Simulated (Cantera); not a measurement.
A perfectly stirred reactor is fed with NO : N₂ = 1 : 0.92 (molar parts), at 15.8 Torr; it is held at 2223 K, and followed from long to short residence time.

Cantera simulation using GRI-Mech 3.0 (53 species, 325 reactions); the numbers are that mechanism's predictions, not measurements. Radical loss at walls, strong at low pressure, is not modelled.

Q: What does this change do: pressure from 15.8 Torr to 128 Torr?

A: 
```
quantity                before     after
---------------------  -------  --------
x(NO) at τ = 20.0 s     0.0357    0.0227
x(N₂O) at τ = 20.0 s   3.24e-7   4.15e-7
x(NO₂) at τ = 20.0 s   6.81e-6   1.25e-5
x(O) at τ = 20.0 s      0.0104   0.00379
x(N₂) at τ = 20.0 s      0.718     0.727
x(NO) at τ = 0.210 s     0.448     0.290
x(N₂O) at τ = 0.210 s  6.35e-5   3.18e-5
x(NO₂) at τ = 0.210 s  3.18e-5  0.000109
x(O) at τ = 0.210 s    0.00419   0.00267
x(N₂) at τ = 0.210 s     0.514     0.594
```

Q: What does this change do: NO 1 to 0.14 parts?

A: 
| quantity | before | after |
|---|---|---|
| x(NO) at τ = 20.0 s | 0.0357 | 0.0154 |
| x(N₂O) at τ = 20.0 s | 3.24e-7 | 1.19e-7 |
| x(NO₂) at τ = 20.0 s | 6.81e-6 | 1.43e-6 |
| x(O) at τ = 20.0 s | 0.0104 | 0.00490 |
| x(N₂) at τ = 20.0 s | 0.718 | 0.924 |
| x(NO) at τ = 0.210 s | 0.448 | 0.128 |
| x(N₂O) at τ = 0.210 s | 6.35e-5 | 7.72e-6 |
| x(NO₂) at τ = 0.210 s | 3.18e-5 | 1.80e-6 |
| x(O) at τ = 0.210 s | 0.00419 | 0.000724 |
| x(N₂) at τ = 0.210 s | 0.514 | 0.870 |
